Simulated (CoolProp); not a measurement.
Properties of sulfur hexafluoride at several states.

Computed with CoolProp (reference Helmholtz-energy equation of state, Guder 2009).

| T (K) | p (bar) | phase | density (kg/m³) | cp (kJ/(kg K)) | speed of sound (m/s) |
|---|---|---|---|---|---|
| 338.5 | 3.5 | gas | 18.65 | 0.7351 | 141.5 |
| 507.7 | 3.13 | gas | 10.88 | 0.8868 | 175.1 |
| 258.9 | 0.109 | gas | 0.7410 | 0.5961 | 127.5 |
| 446.1 | 148 | supercritical | 738.2 | 1.081 | 175.8 |
| 375.2 | 2.76 | gas | 13.11 | 0.7763 | 150.1 |
| 283 | 0.691 | gas | 4.329 | 0.6427 | 132.0 |
